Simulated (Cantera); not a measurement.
A perfectly stirred reactor is fed with H2 : O2 = 0.037 : 1 (molar parts), equivalence ratio 0.018, at 0.0133 bar; it is held at 1275 K, and followed from long to short residence time.

Cantera simulation using the H2/O2 subset of GRI-Mech 3.0, which has no nitrogen chemistry; the numbers are that mechanism's predictions, not measurements. Radical loss at walls, strong at low pressure, is not modelled. The temperature is held fixed by assumption; the heat of reaction is taken as removed at once.

```csv
quantity,before,after
x(H2) at τ = 5.10 s,4.35e-5,2.64e-5
x(O2) at τ = 5.10 s,0.962,0.963
x(H) at τ = 5.10 s,4.72e-5,1.21e-5
x(O) at τ = 5.10 s,0.00138,0.000557
x(H2O) at τ = 5.10 s,0.0358,0.0360
x(H2) at τ = 96.0 ms,0.000425,0.000278
x(O2) at τ = 96.0 ms,0.949,0.956
x(H) at τ = 96.0 ms,0.00143,0.000512
x(O) at τ = 96.0 ms,0.0131,0.00662
x(H2O) at τ = 96.0 ms,0.0337,0.0348
```

Task: Name the change that produced these shifts.
A) temperature 1275 to 1425 K
B) O2 1 to 0.59 parts
C) pressure from 0.0133 bar to 0.0267 bar
D) temperature 1275 to 950 K

Result: C, pressure from 0.0133 bar to 0.0267 bar
